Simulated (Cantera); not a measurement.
Input (Python, Cantera) and output of one run.

```python
import numpy as np
import cantera as ct

gas_names = """
    B BCL BCL2 BCL3 BH BH2 BH3 BO BOCL BO2 B2 B2O B2O2 B2O3 B3O3CL3 B3O3H3 CL CLO CL2 H HBO HBO2 HCL
    HOCL HO2 H2 H2O H2O2 H3B3O6 O OH O2 O3
""".split()
cond_names = """
    B(b) B(L) B2O3(L) B3O3H3(cr) H2O(s) H2O(L)
""".split()


def load(file, names, dense=False):
    # The tables refer to 1 bar. Condensed volumes are neglected.
    table = {s.name: s for s in ct.Species.list_from_file(file)}
    out = []
    for n in names:
        d = dict(table[n].input_data)
        d["thermo"] = dict(d["thermo"], **{"reference-pressure": 1e5})
        if dense:
            d["equation-of-state"] = {"model": "constant-volume", "density": "1e6 g/cm^3"}
        out.append(ct.Species.from_dict(d))
    return out


gas = ct.Solution(thermo="ideal-gas", species=load("nasa_gas.yaml", gas_names))
cond = {s.name: ct.Solution(thermo="fixed-stoichiometry", species=[s], name=s.name)
        for s in load("nasa_condensed.yaml", cond_names, dense=True)}
atoms = {
    'BCl3': {'B': 1, 'CL': 3},
    'H2': {'H': 2},
    'O2': {'O': 2},
}
top_T = {}  # K; cautious upper limits of use, not melting points


def equilibrate(T, P, feed):
    n = {}
    for name, mol in feed.items():
        for a, k in atoms[name].items():
            n[a] = n.get(a, 0.0) + k * mol
    gas.TPX = T, P, n
    mass = sum(n.values()) * gas.mean_molecular_weight
    gas.equilibrate("TP")
    valid = [c for c in cond.values() if c.min_temp <= T <= top_T.get(c.name, c.max_temp)]
    mix = ct.Mixture([(gas, mass / gas.mean_molecular_weight)] + [(c, 0.0) for c in valid])
    mix.T, mix.P = T, P
    mix.equilibrate("TP", solver="vcs", rtol=1e-11, max_steps=5000)
    return mix


results = []
feed = {'BCl3': 1, 'H2': 6, 'O2': 0.29}  # mol
T = 923.15  # K
P = 7400  # Pa
mix = equilibrate(T, P, feed)
results.append((T, P, feed, dict(zip(mix.species_names, mix.species_moles))))
x = sorted(zip(gas.X, gas.species_names), reverse=True)
print(f"T = {T:g} K  P = {P:g} Pa  gas = {mix.phase_moles(0):.4g} mol")
print("   x: " + "  ".join(f"{s} {v:.3e}" for v, s in x if v > 0.001))
print("   condensed (mol): " + ("  ".join(f"{mix.phase(i).name} {mix.phase_moles(i):.4g}"
      for i in range(1, mix.n_phases) if mix.phase_moles(i) > 1e-12) or "none"))
```

Result:

```
T = 923.15 K  P = 7400 Pa  gas = 7.193 mol
   x: H2 7.534e-01  HCL 1.613e-01  BCL3 7.236e-02  B3O3CL3 1.287e-02
   condensed (mol): B2O3(L) 0.1005
```

Method: chemical equilibrium by Gibbs-energy minimisation in Cantera with the NASA 1993 tables (ideal gas, pure condensed phases). Gases not in the tables: BHCl2.
